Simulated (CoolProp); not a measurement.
The fluid at 398.68 K and 1.24 MPa is throttled through a valve to 0.766 MPa with no heat exchange. The same conditions are run with several fluids, on thermodynamics alone (safety and materials aside).

Computed with CoolProp (reference Helmholtz-energy equation of state of each fluid (sulfur hexafluoride: Guder 2009; normal hydrogen: Leachman 2009; R22: Kamei 1995; CF4 (R14): Platzer 1990; R407C: Lemmon 2003)). The equations of Platzer and Polt are older, rougher fits. Blends and air are pseudo-pure fits.

Rank sulfur hexafluoride, normal hydrogen, R22, CF4 (R14), R407C by temperature change (K), highest first.

normal hydrogen (+0.2), CF4 (R14) (-1.3), sulfur hexafluoride (-2.1), R407C (-3.9), R22 (-4.6)

```csv
fluid,final density (kg/m³)
sulfur hexafluoride,35.1
normal hydrogen,0.464
R22,21.1
CF4 (R14),20.6
R407C,21.0
```
